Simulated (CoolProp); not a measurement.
Vapour-liquid equilibrium of C2F6 (R116) (1) + propane (2) at -34.65 °C; x and y are mole fractions of (1).

The numbers come from the multi-fluid Helmholtz-energy mixture model, Lemmon 2006 and Lemmon 2009; pair parameters Bell 2016 in CoolProp.

| x | bubble pressure, mixture model (MPa) | bubble pressure, Raoult's law (MPa) | y, mixture model | y, Raoult's law |
|---|---|---|---|---|
| 0.05 | 0.2904 | 0.1649 | ? | 0.198 |
| 0.125 | 0.4261 | 0.2033 | 0.678 | 0.401 |
| 0.2 | 0.4950 | 0.2418 | ? | 0.539 |
| 0.275 | 0.5295 | 0.2803 | 0.750 | 0.640 |
| 0.35 | 0.5480 | 0.3188 | 0.762 | 0.716 |
| 0.425 | 0.5605 | 0.3573 | 0.771 | 0.776 |
| 0.5 | 0.5718 | 0.3957 | 0.780 | 0.824 |
| 0.575 | ? | 0.4342 | 0.792 | 0.864 |
| 0.65 | 0.5975 | 0.4727 | 0.809 | 0.897 |
| 0.725 | 0.6121 | 0.5112 | ? | 0.925 |
| 0.8 | 0.6267 | 0.5496 | 0.862 | 0.949 |
| 0.875 | 0.6396 | 0.5881 | 0.903 | 0.970 |
| 0.95 | 0.6491 | 0.6266 | 0.956 | 0.989 |

### Question
Fill in the missing entries.

### Answer

- 0.05, y, mixture model: 0.521
- 0.2, y, mixture model: 0.728
- 0.575, bubble pressure, mixture model (MPa): 0.5839
- 0.725, y, mixture model: 0.832

The largest gap from Raoult's law is +109.6 % in bubble pressure, at x = 0.125. No azeotrope shows between x = 0.05 and 0.95.

Pair parameters are fitted to limited data, so mixtures are less certain than the pure fluids. With so large a gap from Raoult's law the liquid may split in two, which this calculation doesn't test in full.
